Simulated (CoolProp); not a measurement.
Properties of sulfur hexafluoride along the isotherm 51.15 °C (Tc = 45.6 °C, pc = 37.55 bar, ω = 0.210).

Computed with CoolProp (reference Helmholtz-energy equation of state, Guder 2009).

| p (bar) | phase | density (kg/m³) | cp (kJ/(kg K)) | isothermal compressibility (1/MPa) | viscosity (µPa s) | Prandtl number |
|---|---|---|---|---|---|---|
| 0.0594 | gas | 0.3219 | 0.7049 | 168.4 | 16.4 | 0.775 |
| 0.113 | gas | 0.6127 | 0.7051 | 88.58 | 16.4 | 0.775 |
| 0.213 | gas | 1.156 | 0.7054 | 47.03 | 16.4 | 0.775 |
| 0.404 | gas | 2.196 | 0.7060 | 24.84 | 16.4 | 0.775 |
| 0.767 | gas | 4.182 | 0.7072 | 13.12 | 16.4 | ___ |
| 1.45 | gas | 7.952 | 0.7095 | 6.983 | 16.4 | 0.777 |
| 2.76 | gas | 15.31 | 0.7141 | 3.712 | 16.4 | 0.780 |
| 5.22 | gas | ___ | 0.7236 | ___ | 16.5 | 0.786 |
| 9.9 | gas | 58.84 | 0.7456 | 1.115 | 16.7 | 0.802 |
| 18.8 | gas | ___ | ___ | 0.6692 | 17.4 | 0.849 |

Some entries are withheld; supply them.


- 0.767, Prandtl number: 0.776
- 5.22, density (kg/m³): 29.62
- 5.22, isothermal compressibility (1/MPa): 2.010
- 18.8, density (kg/m³): 124.3
- 18.8, cp (kJ/(kg K)): 0.8108

Viscosity comes from a separate model (Quiñones-Cisneros 2012). Thermal conductivity comes from a separate model (Assael 2012).
